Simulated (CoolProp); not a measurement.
Cyclopropane along the isotherm 178.05 °C: Z from the reference equation and from simpler models built on Tc = 125.5 °C, pc = 5605 kPa, ω = 0.131; each cubic takes its own stable root.

The numbers come from the reference Helmholtz-energy equation of state, Polt 1992 in CoolProp. This equation is an older, rougher fit.

| p (kPa) | phase | reference | Redlich-Kwong | Soave-Redlich-Kwong |
|---|---|---|---|---|
| 234 | gas | 0.9900 | 0.9901 | 0.9904 |
| 467 | gas | 0.9800 | 0.9801 | 0.9808 |
| 701 | gas | 0.9698 | 0.9699 | 0.9710 |
| 934 | gas | 0.9596 | 0.9597 | 0.9612 |
| 1170 | gas | 0.9492 | 0.9493 | 0.9512 |
| 1400 | gas | 0.9390 | 0.9390 | 0.9413 |
| 1630 | gas | 0.9287 | 0.9286 | 0.9314 |
| 1870 | gas | 0.9178 | 0.9177 | 0.9209 |
| 2100 | gas | 0.9073 | 0.9070 | 0.9107 |
| 2340 | gas | 0.8963 | 0.8958 | 0.9001 |
| 2570 | gas | 0.8856 | 0.8849 | 0.8897 |
| 2800 | gas | 0.8748 | 0.8739 | 0.8792 |
